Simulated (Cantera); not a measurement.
A closed system holds: 1 mol SiCl4, 0.15 mol Cl2, 4.8 mol N2, held at 600 °C and 180 Pa.

Equilibrium computed with Cantera from the NASA thermochemical tables; the gas is ideal and each condensed phase is pure. Candidate condensed phases: Si, Si3N4; 13 gas species. Rates play no part.

What is the equilibrium state?


| Property | Value |
|---|---|
| x(N2) | 0.807 |
| x(SiCl4) | 0.168 |
| x(Cl2) | 0.0251 |
| x(Cl) | 0.000166 |
| gas amount | 5.950 mol |
| log10 activity of Si(s) (absent) | -27.56 |
